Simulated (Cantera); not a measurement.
Predominance diagram of Ta at 1327 °C against the partial pressures of O2 and CO (log10, bar). Cantera with NASA thermochemical tables; ideal gases at 1 bar, condensed phases pure. Candidates: Ta(s), TaC(s), Ta2O5(s). Only these pure phases compete in this equilibrium. TaC: taken at fixed stoichiometry. Not in the tables: Ta2C.

```
log p(CO) \ log p(O2)
        columns: -15, -14.3, -13.6, -12.9, -12.2, -11.5, -10.8, -10.1, -9.4, -8.7, -8, -7.3, -6.7, -6, -5.3, -4.6, -3.9, -3.2, -2.5, -1.8, -1.1, -0.4, 0.3, 1
      0  A B B B B B B B B B B C C C C C C C C C C C C C
   -1.6  B B B B B B B B B B B B B B B B C C C C C C C C
   -3.1  B B B B B B B B B B B B B B B B B B B B C C C C
   -4.7  B B B B B B B B B B B B B B B B B B B B B B B B
   -6.2  B B B B B B B B B B B B B B B B B B B B B B B B
   -7.8  B B B B B B B B B B B B B B B B B B B B B B B B
   -9.3  B B B B B B B B B B B B B B B B B B B B B B B B
  -10.9  B B B B B B B B B B B B B B B B B B B B B B B B
  -12.4  B B B B B B B B B B B B B B B B B B B B B B B B
    -14  B B B B B B B B B B B B B B B B B B B B B B B B
```

A: TaC(s); B: Ta2O5(s); C: out of reach (another gas would pass 10 bar, or a non-metal would condense).
